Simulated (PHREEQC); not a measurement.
Consider water at 6.7 °C with 0.0052 mol/kgw NaOH and 5.1e-07 mol/kgw H4SiO4. Closed to the air; pH follows from the charge balance.

Computed with PHREEQC (Pitzer model, pitzer.dat).

```tsv
quantity	before	after
pH	12.34	12.05
H2SiO4-2 (mol/kgw)	2.46e-8	5.96e-9
SI of SiO2(a) (SiO2)	-5.72	-5.71
```

Name the change that produced these shifts.
A. H4SiO4 from 5.1e-07 to 5.61e-07 mol/kgw
B. temperature from 6.7 to 50 °C
C. diluted 2-fold with water
D. diluted 10-fold with water
E. 0.0029 mol/kgw CO2 added

C, diluted 2-fold with water

Precipitation was switched off in this run. Constants without temperature data keep their 25 °C values here.
